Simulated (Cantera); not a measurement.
A perfectly stirred reactor is fed with C₂H₆ : N₂ = 1 : 1.8 (molar parts), at 1.01 bar; it is held at 1348 K, and followed from long to short residence time.

Detailed kinetics in Cantera: GRI-Mech 3.0 (53 species, 325 reactions). GRI-Mech 3.0 stops at C3 and has no aromatics, soot or wall deposition, so with more carbon than oxygen in the feed, carbon stays in small species such as C2H2 where larger ones or solid carbon would form.

Question: What does this change do: C2H6 1 to 1.6 parts?

Answer: 
```tsv
quantity	before	after
x(C₂H₆) at τ = 0.950 s	0.00155	0.00200
x(CH₄) at τ = 0.950 s	0.0988	0.128
x(CH₂) at τ = 0.950 s	3.89e-10	4.00e-10
x(C₂H₂) at τ = 0.950 s	0.128	0.146
x(C₂H₄) at τ = 0.950 s	0.0636	0.0822
x(C₂H₆) at τ = 45.0 ms	0.00963	0.0117
x(CH₄) at τ = 45.0 ms	0.0738	0.0928
x(CH₂) at τ = 45.0 ms	2.13e-9	2.07e-9
x(C₂H₂) at τ = 45.0 ms	0.0988	0.113
x(C₂H₄) at τ = 45.0 ms	0.104	0.131
```

Question: What does this change do: temperature 1348 to 1400 K?

Answer: 
```json
[
 {"quantity": "x(C₂H₆) at τ = 0.950 s", "before": "0.00155", "after": "0.000784"},
 {"quantity": "x(CH₄) at τ = 0.950 s", "before": "0.0988", "after": "0.0973"},
 {"quantity": "x(CH₂) at τ = 0.950 s", "before": "3.89e-10", "after": "8.06e-10"},
 {"quantity": "x(C₂H₂) at τ = 0.950 s", "before": "0.128", "after": "0.147"},
 {"quantity": "x(C₂H₄) at τ = 0.950 s", "before": "0.0636", "after": "0.0405"},
 {"quantity": "x(C₂H₆) at τ = 45.0 ms", "before": "0.00963", "after": "0.00511"},
 {"quantity": "x(CH₄) at τ = 45.0 ms", "before": "0.0738", "after": "0.0778"},
 {"quantity": "x(CH₂) at τ = 45.0 ms", "before": "2.13e-9", "after": "4.77e-9"},
 {"quantity": "x(C₂H₂) at τ = 45.0 ms", "before": "0.0988", "after": "0.128"},
 {"quantity": "x(C₂H₄) at τ = 45.0 ms", "before": "0.104", "after": "0.0685"}
]
```
